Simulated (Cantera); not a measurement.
An isothermal, constant-pressure homogeneous reactor starts with H₂ : O₂ = 0.044 : 1 (molar parts), equivalence ratio 0.022, at 1125 K and 2670 Pa.

Detailed kinetics in Cantera: the H2/O2 subset of GRI-Mech 3.0, which has no nitrogen chemistry. Radical loss at walls, strong at low pressure, is not modelled. The temperature is held fixed by assumption; the heat of reaction is taken as removed at once.

x: mole fraction; the columns are a selection and need not sum to one.

```csv
t (s),x H₂,x O₂,x H,x H₂O₂,x OH,x O,x H₂O
2.00e-5,0.0421,0.958,2.54e-10,<1e-12,7.73e-11,8.41e-11,1.25e-11
0.000138,0.0421,0.958,1.65e-9,<1e-12,1.83e-9,2.69e-9,2.13e-9
0.000946,0.0421,0.958,3.44e-6,6.28e-11,4.61e-6,7.72e-6,1.13e-5
0.00650,0.000449,0.939,0.00309,1.61e-7,0.00183,0.0160,0.0397
0.0447,3.90e-5,0.955,7.72e-5,1.24e-7,0.000534,0.00140,0.0427
0.308,___,0.957,___,___,___,___,0.0430
2.11,5.85e-8,0.957,5.50e-9,4.27e-9,2.23e-5,2.39e-6,0.0430
14.5,5.48e-9,0.957,1.66e-10,5.66e-10,6.94e-6,2.31e-7,0.0430
100,8.79e-10,0.957,1.09e-11,1.05e-10,___,___,0.0431
```

Problem. What belongs in the gaps?

Solution. 
- 0.308, x H₂: 1.15e-6
- 0.308, x H: 4.32e-7
- 0.308, x H₂O₂: 3.15e-8
- 0.308, x OH: 9.53e-5
- 0.308, x O: 4.38e-5
- 100, x OH: 2.79e-6
- 100, x O: 3.75e-8
